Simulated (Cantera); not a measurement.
An adiabatic, constant-volume homogeneous reactor starts with C3H8 : O2 : N2 = 1 : 4.17 : 15.7 (molar parts), equivalence ratio 1.2, at 1525 K and 1.00 atm. Integrator tolerance rtol = 1e-08.

Computed with Cantera and GRI-Mech 3.0 (53 species, 325 reactions). GRI-Mech 3.0 was tuned for natural gas; its chemistry of propane as a main component is partial and can be far from experiment.

```csv
quantity,before,after
time of steepest temperature rise,58.5 µs,0.123 ms
temperature at 0.200 s,2983 K,2963 K
equilibrium temperature,2983 K,2963 K
x(C3H8) at 0.200 s,<1e-12 (gas-phase equilibrium <1e-12),<1e-12 (gas-phase equilibrium <1e-12)
x(O2) at 0.200 s,0.0118 (gas-phase equilibrium 0.0118),0.0111 (gas-phase equilibrium 0.0111)
x(HCO) at 0.200 s,2.56e-7 (gas-phase equilibrium 2.56e-7),2.43e-7 (gas-phase equilibrium 2.43e-7)
x(C2H) at 0.200 s,<1e-12 (gas-phase equilibrium <1e-12),<1e-12 (gas-phase equilibrium <1e-12)
x(NO2) at 0.200 s,2.11e-6 (gas-phase equilibrium 2.11e-6),2.01e-6 (gas-phase equilibrium 2.01e-6)
```

Name the change that produced these shifts.
(A) initial temperature 1525 to 1448 K
(B) O2 4.17 to 2.6 parts
(C) constant pressure in place of constant volume
(D) pressure from 1.00 atm to 4.93 atm

A, initial temperature 1525 to 1448 K
